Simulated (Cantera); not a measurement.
A closed system holds: 1 mol SiC, 0.088 mol Si, 0.074 mol N2, held at 1673.15 K and 0.210 bar.

Cantera equilibrium calculation (NASA polynomials, part measured and part estimated; ideal gas, pure solids and liquids). Candidate condensed phases: C, Si, SiC, Si3N4; 20 gas species. Mutual solubility and eutectic melting of coexisting phases are not modelled. The numbers say what is thermodynamically allowed, not how fast it happens.

Base state: N2 1.00 (mole fractions); condensed: SiC(s) + Si3N4(s).

What changes in the equilibrium state with this change: pressure from 0.210 bar to 0.000140 bar?


```json
[
 {"species": "N2", "before": "1.00", "after": "0.997"},
 {"species": "Si", "before": "5.64e-8", "after": "0.00299"},
 {"species": "Si2N", "before": "<1e-9", "after": "4.22e-5"},
 {"species": "Si2C", "before": "<1e-9", "after": "1.53e-5"},
 {"species": "Si2", "before": "<1e-9", "after": "1.15e-5"},
 {"species": "SiN", "before": "1.71e-8", "after": "2.34e-5"},
 {"species": "SiC(s), mol", "before": "1.00", "after": "1.000"},
 {"species": "Si3N4(s), mol", "before": "0.0293", "after": "0"},
 {"species": "Si(s), mol", "before": "0", "after": "0.0878"}
]
```
The tables' values for SiN are old estimates; treat these amounts as uncertain.
